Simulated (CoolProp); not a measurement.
Vapour-liquid equilibrium of cis-2-butene (1) + methanol (2) at 1.27 MPa; x and y are mole fractions of (1).

The numbers come from the multi-fluid Helmholtz-energy mixture model, Lemmon 2005 and de Reuck 1993; pair parameters Bell 2016 in CoolProp.

| x | bubble temperature (K) | y at the bubble point | dew temperature at overall composition x (K) | liquid density (mol/L) |
|---|---|---|---|---|
| 0.05 | 405.3 | 0.293 | 417.1 | 19.76 |
| 0.125 | 387.6 | 0.570 | 413.6 | 18.80 |
| 0.2 | 376.5 | 0.697 | 410.0 | 17.73 |
| 0.275 | 370.8 | 0.749 | 406.2 | 16.58 |
| 0.35 | 368.4 | 0.770 | 402.1 | 15.45 |
| 0.425 | 367.6 | 0.778 | 397.7 | 14.38 |
| 0.5 | 367.3 | 0.781 | 392.8 | 13.40 |
| 0.575 | 367.1 | 0.784 | 387.3 | 12.53 |
| 0.65 | 366.7 | 0.791 | 381.0 | 11.76 |
| 0.725 | 366.2 | 0.804 | 373.5 | 11.09 |
| 0.8 | 365.7 | 0.828 | 366.3 | 10.51 |
| 0.875 | 365.5 | 0.868 | 365.6 | 10.00 |
| 0.95 | 366.3 | 0.934 | 366.6 | 9.548 |

y crosses x between x = 0.8 and 0.875: the model has an azeotrope there.

Pair parameters are fitted to limited data, so mixtures are less certain than the pure fluids. With so large a gap from Raoult's law the liquid may split in two, which this calculation doesn't test in full.
